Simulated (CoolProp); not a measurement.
cis-2-butene along the isobar 4.95 MPa: fugacity coefficient from the reference equation and from simpler models built on Tc = 162.6 °C, pc = 4.236 MPa, ω = 0.202; each cubic takes its own stable root.

The numbers come from the reference Helmholtz-energy equation of state, Lemmon 2005 in CoolProp. It is a short technical equation, of lower accuracy than the large ones.

```csv
T (°C),phase,reference
59.65,liquid,0.1197
77.15,liquid,0.1733
94.65,liquid,0.2391
112.05,liquid,0.3157
129.55,liquid,0.4022
147.05,liquid,0.4952
164.45,supercritical,0.5886
181.95,supercritical,0.6604
199.45,supercritical,0.7050
216.95,supercritical,0.7406
234.35,supercritical,0.7702
251.85,supercritical,0.7957
```

Task: How far does each simpler model (van der Waals, Redlich-Kwong, Soave-Redlich-Kwong) lie from the reference over these 12 states: mean and median of the absolute difference, and the worst?

Result: 
- van der Waals: mean 30.5 %, median 11.1 %, worst +123.5 % at 59.65 °C and 4.95 MPa
- Redlich-Kwong: mean 8.6 %, median 3.8 %, worst +29.2 % at 59.65 °C and 4.95 MPa
- Soave-Redlich-Kwong: mean 2.6 %, median 2.8 %, worst +4.0 % at 112.05 °C and 4.95 MPa
